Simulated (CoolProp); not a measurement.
The fluid at 298.15 K and 10.4 MPa flows at 2.7 m/s in a round tube of 20 mm bore and 15 µm roughness, fully developed (64/Re and Nu = 3.66 if laminar; Colebrook and Gnielinski if turbulent). The same conditions are run with several fluids, on thermodynamics alone (safety and materials aside).

Model: reference Helmholtz-energy equation of state of each fluid (CH2F2 (R32): Tillner-Roth 1997; toluene: Lemmon 2006; o-xylene: Zhou 2012; n-butane: Bücker 2006; R404A: Lemmon 2003), in CoolProp. Blends and air are pseudo-pure fits.

Q: Rank CH2F2 (R32), toluene, o-xylene, n-butane, R404A by Reynolds number, highest first.

A: CH2F2 (R32) (419000), R404A (379000), n-butane (176000), toluene (78100), o-xylene (57700)

| fluid | Darcy friction factor | pressure drop (Pa/m) | heat-transfer coefficient (W/(m² K)) | mass flow (kg/h) |
|---|---|---|---|---|
| CH2F2 (R32) | 0.0192 | 3520 | 9310 | 3070 |
| toluene | 0.0219 | 3480 | 3700 | 2660 |
| o-xylene | 0.0228 | 3670 | 3220 | 2700 |
| n-butane | 0.0202 | 2170 | 4930 | 1800 |
| R404A | 0.0193 | 3930 | 6060 | 3420 |

Transport values come from each fluid's own correlations; those of CH2F2 (R32) are estimates that may be off by 10 % or more.
